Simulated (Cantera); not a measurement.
Input: 1 mol C, a varied amount of H2, equilibrated at 2750 K and 0.250 bar.

Equilibrium computed with Cantera from the NASA thermochemical tables; the gas is ideal and each condensed phase is pure. Candidate condensed phases: C, C6H6, C7H8, C8H18; 76 gas species. The numbers say what is thermodynamically allowed, not how fast it happens.

### Question
At 6.3 mol H2, list the 5 most abundant gas species with their mole fractions, and the condensed phases.

### Answer
H2 0.849, H 0.126, C2H2 (acetylene) 0.0239, C2H 0.000411, C4H2 0.000280. Condensed: C(graphite).
